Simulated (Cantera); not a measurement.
What does this Cantera script print?

```python
import numpy as np
import cantera as ct

gas_names = """
    CL CLF CLF3 CL2 F F2 H HCL HF H2 H2F2 H3F3 H4F4 H5F5 H6F6 H7F7 N NF NF2 NF3 NH NH2 NH3 N2 N2H2 N2H4
    Si SiCL SiCL2 SiCL3 SiCL4 SiF SiF2 SiF3 SiF4 SiH SiHCL3 SiHF3 SiH2 SiH2CL2 SiH2F2 SiH3 SiH3CL SiH3F
    SiH4 SiN Si2 Si2N Si3
""".split()
cond_names = """
    NH4CL(a) NH4CL(b) Si(cr) Si(L) Si3N4(a)
""".split()


def load(file, names, dense=False):
    # The tables refer to 1 bar. Condensed volumes are neglected.
    table = {s.name: s for s in ct.Species.list_from_file(file)}
    out = []
    for n in names:
        d = dict(table[n].input_data)
        d["thermo"] = dict(d["thermo"], **{"reference-pressure": 1e5})
        if dense:
            d["equation-of-state"] = {"model": "constant-volume", "density": "1e6 g/cm^3"}
        out.append(ct.Species.from_dict(d))
    return out


gas = ct.Solution(thermo="ideal-gas", species=load("nasa_gas.yaml", gas_names))
cond = {s.name: ct.Solution(thermo="fixed-stoichiometry", species=[s], name=s.name)
        for s in load("nasa_condensed.yaml", cond_names, dense=True)}
atoms = {
    'Si': {'Si': 1},
    'HCl': {'H': 1, 'CL': 1},
    'N2': {'N': 2},
    'F2': {'F': 2},
}
top_T = {'Si3N4(a)': 2400}  # K; cautious upper limits of use, not melting points


def equilibrate(T, P, feed):
    n = {}
    for name, mol in feed.items():
        for a, k in atoms[name].items():
            n[a] = n.get(a, 0.0) + k * mol
    gas.TPX = T, P, n
    mass = sum(n.values()) * gas.mean_molecular_weight
    gas.equilibrate("TP")
    valid = [c for c in cond.values() if c.min_temp <= T <= top_T.get(c.name, c.max_temp)]
    mix = ct.Mixture([(gas, mass / gas.mean_molecular_weight)] + [(c, 0.0) for c in valid])
    mix.T, mix.P = T, P
    mix.equilibrate("TP", solver="vcs", rtol=1e-11, max_steps=5000)
    return mix


results = []
feed = {'Si': 1, 'HCl': 1.7, 'N2': 1.6, 'F2': 1.2}  # mol
T = 1098.15  # K
for P in [1, 6.8, 46, 320, 2200, 15000, 100000]:
    mix = equilibrate(T, P, feed)
    results.append((T, P, feed, dict(zip(mix.species_names, mix.species_moles))))
    x = sorted(zip(gas.X, gas.species_names), reverse=True)
    print(f"T = {T:g} K  P = {P:g} Pa  gas = {mix.phase_moles(0):.4g} mol")
    print("   x: " + "  ".join(f"{s} {v:.3e}" for v, s in x if v > 1e-05))
    print("   condensed (mol): " + ("  ".join(f"{mix.phase(i).name} {mix.phase_moles(i):.4g}"
          for i in range(1, mix.n_phases) if mix.phase_moles(i) > 1e-12) or "none"))
```

Result:

```
T = 1098.15 K  P = 1 Pa  gas = 3.643 mol
   x: N2 3.937e-01  HCL 3.328e-01  SiF4 1.623e-01  H2 6.633e-02  SiCL4 2.362e-02  SiCL2 1.266e-02  SiCL3 4.613e-03  SiF3 2.678e-03  HF 1.007e-03  SiHF3 9.966e-05  SiHCL3 6.856e-05  SiF2 6.570e-05
   condensed (mol): Si3N4(a) 0.08302
T = 1098.15 K  P = 6.8 Pa  gas = 3.604 mol
   x: N2 3.960e-01  HCL 3.245e-01  SiF4 1.652e-01  H2 7.303e-02  SiCL4 3.319e-02  SiCL2 3.032e-03  SiCL3 2.677e-03  SiF3 1.219e-03  HF 9.055e-04  SiHF3 1.242e-04  SiHCL3 1.088e-04  SiF2 1.339e-05
   condensed (mol): Si3N4(a) 0.08632
T = 1098.15 K  P = 46 Pa  gas = 3.589 mol
   x: N2 3.996e-01  HCL 3.080e-01  SiF4 1.664e-01  H2 8.228e-02  SiCL4 3.993e-02  SiCL3 1.384e-03  HF 8.223e-04  SiCL2 6.741e-04  SiF3 5.521e-04  SiHCL3 1.554e-04  SiHF3 1.552e-04
   condensed (mol): Si3N4(a) 0.08295
T = 1098.15 K  P = 320 Pa  gas = 3.58 mol
   x: N2 4.037e-01  HCL 2.884e-01  SiF4 1.671e-01  H2 9.267e-02  SiCL4 4.588e-02  HF 7.445e-04  SiCL3 6.834e-04  SiF3 2.463e-04  SiHCL3 2.147e-04  SiHF3 1.938e-04  SiCL2 1.430e-04
   condensed (mol): Si3N4(a) 0.07744
T = 1098.15 K  P = 2200 Pa  gas = 3.572 mol
   x: N2 4.080e-01  HCL 2.677e-01  SiF4 1.675e-01  H2 1.035e-01  SiCL4 5.156e-02  HF 6.716e-04  SiCL3 3.335e-04  SiHCL3 2.904e-04  SiHF3 2.406e-04  SiF3 1.103e-04  SiCL2 3.030e-05
   condensed (mol): Si3N4(a) 0.07125
T = 1098.15 K  P = 15000 Pa  gas = 3.565 mol
   x: N2 4.124e-01  HCL 2.466e-01  SiF4 1.679e-01  H2 1.145e-01  SiCL4 5.714e-02  HF 6.033e-04  SiHCL3 3.864e-04  SiHF3 2.968e-04  SiCL3 1.616e-04  SiF3 4.958e-05
   condensed (mol): Si3N4(a) 0.06484
T = 1098.15 K  P = 100000 Pa  gas = 3.559 mol
   x: N2 4.167e-01  HCL 2.257e-01  SiF4 1.682e-01  H2 1.253e-01  SiCL4 6.256e-02  HF 5.400e-04  SiHCL3 5.058e-04  SiHF3 3.636e-04  SiCL3 7.832e-05  SiF3 2.248e-05
   condensed (mol): Si3N4(a) 0.05847
```

Cantera equilibrium calculation (NASA polynomials, part measured and part estimated; ideal gas, pure solids and liquids). N2 is the only nitrogen source here; it is nearly inert below about 1500 K, so the nitride shown seldom forms there in practice. The tables' values for SiCl3, SiF3, SiF2 are old estimates; treat these amounts as uncertain.
